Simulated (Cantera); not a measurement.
Equilibrium for tantalum, niobium, vanadium and zirconium in process gases: Ta + H2O + H2

A closed system holds: 1 mol Ta, a varied amount of H2O, 65 mol H2, at 2148 K and 2.60 mbar.

These are equilibrium values from Cantera (NASA tables, ideal gas, pure condensed phases), not measurements of a reactor. Candidate condensed phases: H2O, Ta, Ta2O5; 12 gas species. Mutual solubility and eutectic melting of coexisting phases are not modelled. Condensed phases not in the tables: N, O or C dissolved in the metal. Equilibrium is a limit: real reactors are often held back by kinetics, nucleation or transport.

```
n(H2O) (mol)   x H2    x H2O     x H    x TaO2      x OH     x TaO      x O  n Ta(s)  n Ta2O5(l)
------------  -----  -------  ------  --------  --------  --------  -------  -------  ----------
2.2           0.914  0.00287  0.0782   0.00391   3.16e-5  0.000787  1.90e-6    0.113       0.278
2.9           0.912  0.00711  0.0781   0.00248   7.83e-5  0.000201  4.72e-6        0       0.405
3.9           0.901   0.0201  0.0776   0.00147  0.000222   4.17e-5  1.35e-5        0       0.446
5.3           0.883   0.0383  0.0768   0.00105  0.000429   1.53e-5  2.63e-5        0       0.461
7.2           0.860   0.0622  0.0758  0.000815  0.000706   7.13e-6  4.39e-5        0       0.469
9.7           0.832   0.0919  0.0745  0.000659   0.00106   3.77e-6  6.70e-5        0       0.474
13            0.797    0.128  0.0730  0.000546   0.00151   2.15e-6  9.76e-5        0       0.478
```
x: gas mole fraction; n: condensed amount in mol.

At 2.2 mol H2O the condensed part is Ta(s) + Ta2O5(l). From 2.9 mol H2O to 13 mol H2O the condensed part is Ta2O5(l). The main Ta-bearing gas is TaO2 throughout. The share of Ta in condensed phases is highest at 13 mol H2O (95.6 %) and lowest at 2.2 mol H2O (67.0 %).
